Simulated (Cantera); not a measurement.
What does this Cantera script print?

```python
import numpy as np
import cantera as ct

gas_names = """
    AL ALH ALN ALO ALOH ALO2 ALO2H AL2 AL2O AL2O2 H HALO HNO HNO2 HNO3 HO2 H2 H2O H2O2 N NH NH2 NH3
    NH2OH NO NO2 NO3 N2 N2H2 N2H4 N2O O OH O2 O3
""".split()
cond_names = """
    AL(cr) AL(L) ALN(s) AL2O3(a) AL2O3(L) H2O(s) H2O(L)
""".split()


# ... load() reads the species with a 1 bar reference pressure and builds the phases ...
atoms = {
    'Al': {'AL': 1},
    'N2O': {'N': 2, 'O': 1},
    'H2': {'H': 2},
}
top_T = {'ALN(s)': 2750}  # K; cautious upper limits of use, not melting points


# ... equilibrate(T, P, feed) seeds the gas with the atoms and calls Mixture.equilibrate('TP', solver="vcs", rtol=1e-11, max_steps=5000) ...
results = []
feed = {'Al': 1, 'N2O': 6.1, 'H2': 6.7}  # mol
T = 1500  # K
P = 100000  # Pa
mix = equilibrate(T, P, feed)
results.append((T, P, feed, dict(zip(mix.species_names, mix.species_moles))))
x = sorted(zip(gas.X, gas.species_names), reverse=True)
print(f"T = {T:g} K  P = {P:g} Pa  gas = {mix.phase_moles(0):.4g} mol")
print("   x: " + "  ".join(f"{s} {v:.3e}" for v, s in x if v > 0.001))
print("   condensed (mol): " + ("  ".join(f"{mix.phase(i).name} {mix.phase_moles(i):.4g}"
      for i in range(1, mix.n_phases) if mix.phase_moles(i) > 1e-12) or "none"))
```

It prints:

```
T = 1500 K  P = 100000 Pa  gas = 12.8 mol
   x: N2 4.766e-01  H2O 3.594e-01  H2 1.641e-01
   condensed (mol): AL2O3(a) 0.5
```

Method: chemical equilibrium by Gibbs-energy minimisation in Cantera with the NASA 1993 tables (ideal gas, pure condensed phases). Gases not in the tables: Al(OH)3.
